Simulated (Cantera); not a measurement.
CH3F + H2 (fluorocarbon and chlorocarbon gases)

Charge: 1 mol CH3F, 2.5 mol H2, at 2252 °C and 37.0 Pa.

Method: chemical equilibrium by Gibbs-energy minimisation in Cantera with the NASA 1993 tables (ideal gas, pure condensed phases). Candidate condensed phases: C, C6H6, C7H8, C8H18; 95 gas species. Rates play no part.

| Item | Result |
|---|---|
| x(H) | 0.647 |
| x(H2) | 0.197 |
| x(HF) | 0.148 |
| x(C2H2 (acetylene)) | 0.00237 |
| x(C3) | 0.00197 |
| x(F) | 0.00108 |
| x(C) | 0.000632 |
| x(C2H) | 0.000588 |
| x(C2) | 0.000183 |
| n(C(graphite)) | 0.913 mol |
| gas amount | 6.690 mol |
